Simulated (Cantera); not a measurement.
Cantera with NASA thermochemical tables; ideal gases at 1 bar, condensed phases pure. Values are per mole of reaction as written; species without (g) are pure solids or liquids, kept so even where they would boil at 1 bar.

3 Nb2O5 + 5 N2O(g) ⇌ 10 NO2(g) + 6 Nb, with ΔH° = 5632.4 kJ and ΔS° = 1107.8 J/K at 300 K.

Task: How far is the shortcut ΔG° ≈ ΔH°(300 K) − T·ΔS°(300 K) from the full temperature-dependent value at 400, 500, 600, 700, 800 K?

Result: 
```csv
T (K),shortcut (kJ),full (kJ),difference (kJ),difference in log10 K
400,5189.3,5190.5,-1.2,0.15
500,5078.5,5083.1,-4.6,0.48
600,4967.7,4977.7,-10.0,0.87
700,4857.0,4874.1,-17.1,1.28
800,4746.2,4771.9,-25.8,1.68
```
The shortcut ignores the heat-capacity change of the reaction.
